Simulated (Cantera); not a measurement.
A perfectly stirred reactor is fed with 19.8 % CO, 4.17 % H2, 3.17 % CH4, 15.3 % O2, 57.5 % N2, at 1000000 Pa; it is adiabatic with a 600 K inlet, and is followed from long to short residence time, starting on the burning branch (τ in s: 0.23, 0.097, 0.041, 0.018, 0.0075, 0.0032, 0.0014, 0.00058, 0.00025, 0.00011, 4.5e-05, 1.9e-05, 8.2e-06).

Detailed kinetics in Cantera: GRI-Mech 3.0 (53 species, 325 reactions).

Predict: blow-out, bracketed by the residence times tried; x(CO) at τ = 0.230 s; x(H2) at τ = 0.230 s; x(CH4) at τ = 0.230 s; x(OH) at τ = 0.230 s; x(CO) at τ = 1.40 ms; x(H2) at τ = 1.40 ms; x(CH4) at τ = 1.40 ms; x(OH) at τ = 1.40 ms; x(CH2CO) at τ = 1.40 ms.


| Quantity | Value |
|---|---|
| blow-out, bracketed by the residence times tried | burning at 8.20 µs, the shortest tried |
| x(CO) at τ = 0.230 s | 0.0679 |
| x(H2) at τ = 0.230 s | 0.00621 |
| x(CH4) at τ = 0.230 s | 5.46e-8 |
| x(OH) at τ = 0.230 s | 0.00312 |
| x(CO) at τ = 1.40 ms | 0.0711 |
| x(H2) at τ = 1.40 ms | 0.00657 |
| x(CH4) at τ = 1.40 ms | 5.92e-6 |
| x(OH) at τ = 1.40 ms | 0.00423 |
| x(CH2CO) at τ = 1.40 ms | 2.02e-8 |
